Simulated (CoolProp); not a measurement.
CH3F (R41) along the isotherm 241 K: fugacity coefficient from the reference equation and from simpler models built on Tc = 317.3 K, pc = 59.06 bar, ω = 0.200; each cubic takes its own stable root.

Model: reference Helmholtz-energy equation of state, Lemmon 2006, in CoolProp. It is a short technical equation, of lower accuracy than the large ones.

| p (bar) | phase | reference | Redlich-Kwong | Soave-Redlich-Kwong | Peng-Robinson |
|---|---|---|---|---|---|
| 0.0934 | gas | 0.9984 | 0.9988 | 0.9988 | 0.9987 |
| 0.177 | gas | 0.9970 | 0.9978 | 0.9976 | 0.9975 |
| 0.336 | gas | 0.9942 | 0.9958 | 0.9955 | 0.9953 |
| 0.636 | gas | 0.9891 | 0.9921 | 0.9916 | 0.9910 |
| 1.21 | gas | 0.9793 | 0.9849 | 0.9840 | 0.9830 |
| 2.29 | gas | 0.9609 | (withheld) | 0.9697 | 0.9678 |
| 4.33 | gas | 0.9262 | 0.9463 | 0.9427 | 0.9394 |
| 8.22 | liquid | (withheld) | 0.8983 | 0.8457 | 0.8332 |
| 15.6 | liquid | 0.4325 | 0.5674 | 0.4549 | 0.4471 |
| 29.5 | liquid | 0.2357 | 0.3123 | 0.2500 | (withheld) |

Question: Complete the blanks.

Answer: 
- 2.29, Redlich-Kwong: 0.9715
- 8.22, reference: 0.8076
- 29.5, Peng-Robinson: 0.2446

At some of these states Redlich-Kwong gives the other phase, because its saturation line lies elsewhere.
